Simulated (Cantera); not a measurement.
A closed system holds: 1 mol KCl, 0.074 mol HCl, 2.3 mol H₂, equilibrated at 1400 K and 4.90 Pa.

These are equilibrium values from Cantera (NASA tables, ideal gas, pure condensed phases), not measurements of a reactor. Candidate condensed phases: K, KCl; 10 gas species. Equilibrium is a limit: real reactors are often held back by kinetics, nucleation or transport.

Base state: H₂ 0.679, KCl 0.293, HCl 0.0246, K 0.00273, H 0.000573, K₂Cl₂ 2.51e-5, Cl 1.71e-5 (mole fractions); condensed: gas only.

Task: What changes in the equilibrium state with this change: KCl replaced by SrCl₂?

Result: 
```
species   before     after
-------  -------  --------
H₂         0.679     0.681
SrCl₂          0     0.296
HCl       0.0246    0.0222
KCl        0.293         0
K        0.00273         0
SrCl           0  0.000259
K₂Cl₂    2.51e-5         0
```
Further candidate phases: Sr, SrCl₂.
